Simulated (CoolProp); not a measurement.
Saturation properties of tetrahydrofuran (Tc = 540.2 K, pc = 5304 kPa, ω = 0.234).

Model: reference Helmholtz-energy equation of state, Fiedler 2023, in CoolProp.

| T (K) | p (kPa) | liquid density (kg/m³) | vapour density (kg/m³) | enthalpy of vaporisation (kJ/kg) |
|---|---|---|---|---|
| 370.5 | 254.1 | 798.2 | 6.299 | 391.8 |
| 377.1 | 301.5 | 790.0 | 7.400 | 386.3 |
| 383.6 | 354.4 | 781.8 | 8.624 | 380.8 |
| 390.2 | 415.2 | 773.3 | 10.02 | 374.9 |
| 396.7 | 482.4 | 764.9 | 11.57 | 369.1 |
| 403.3 | 558.7 | 756.1 | 13.33 | 362.9 |
| 409.8 | 642.3 | 747.3 | 15.26 | 356.6 |
| 416.4 | 736.5 | 738.1 | 17.44 | 350.0 |
| 422.9 | 839.0 | 728.9 | 19.83 | 343.2 |
| 429.5 | 953.6 | 719.3 | 22.53 | 336.1 |
| 436 | 1078 | 709.6 | 25.48 | 328.8 |
| 442.6 | 1215 | 699.5 | 28.81 | 321.0 |
| 449.1 | 1363 | 689.1 | 32.45 | 313.0 |
| 455.7 | 1527 | 678.3 | 36.56 | 304.5 |

It boils at 339.1 K under 1 atm.
